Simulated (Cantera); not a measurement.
Feed: 1 mol PbO, 1.3 mol C, 2.2 mol CO, equilibrated at 0.750 bar.

These are equilibrium values from Cantera (NASA tables, ideal gas, pure condensed phases), not measurements of a reactor. Candidate condensed phases: C, Pb, PbO, PbO2, Pb3O4; 15 gas species. Equilibrium is a limit: real reactors are often held back by kinetics, nucleation or transport.

x: gas mole fraction; n: condensed amount in mol.

```json
[
 {"T (K)": "1223", "x CO": "0.989", "x Pb": "0.00121", "x CO2": "0.0101", "x Pb2": "5.68e-8", "n C(graphite)": "0.332", "n Pb(l)": "0.996"},
 {"T (K)": "1323", "x CO": "0.992", "x Pb": "0.00469", "x CO2": "0.00292", "x Pb2": "5.42e-7", "n C(graphite)": "0.309", "n Pb(l)": "0.985"},
 {"T (K)": "1423", "x CO": "0.984", "x Pb": "0.0149", "x CO2": "0.000989", "x Pb2": "3.73e-6", "n C(graphite)": "0.303", "n Pb(l)": "0.951"},
 {"T (K)": "1523", "x CO": "0.959", "x Pb": "(withheld)", "x CO2": "(withheld)", "x Pb2": "(withheld)", "n C(graphite)": "0.301", "n Pb(l)": "(withheld)"},
 {"T (K)": "1623", "x CO": "0.902", "x Pb": "0.0978", "x CO2": "0.000149", "x Pb2": "8.42e-5", "n C(graphite)": "0.301", "n Pb(l)": "0.652"},
 {"T (K)": "1723", "x CO": "0.788", "x Pb": "0.212", "x CO2": "5.64e-5", "x Pb2": "0.000302", "n C(graphite)": "0.300", "n Pb(l)": "0.138"},
 {"T (K)": "1823", "x CO": "0.762", "x Pb": "0.238", "x CO2": "2.84e-5", "x Pb2": "0.000299", "n C(graphite)": "0.300", "n Pb(l)": "0"},
 {"T (K)": "1923", "x CO": "0.762", "x Pb": "0.238", "x CO2": "(withheld)", "x Pb2": "(withheld)", "n C(graphite)": "0.300", "n Pb(l)": "0"},
 {"T (K)": "2023", "x CO": "0.762", "x Pb": "0.238", "x CO2": "9.99e-6", "x Pb2": "0.000197", "n C(graphite)": "0.300", "n Pb(l)": "0"},
 {"T (K)": "2123", "x CO": "0.762", "x Pb": "0.238", "x CO2": "6.42e-6", "x Pb2": "0.000164", "n C(graphite)": "0.300", "n Pb(l)": "0"}
]
```

### Question
What belongs in the gaps?

### Answer

- 1923, x CO2: 1.64e-5
- 1923, x Pb2: 0.000241
- 1523, x Pb: 0.0407
- 1523, x CO2: 0.000375
- 1523, x Pb2: 1.97e-5
- 1523, n Pb(l): 0.864
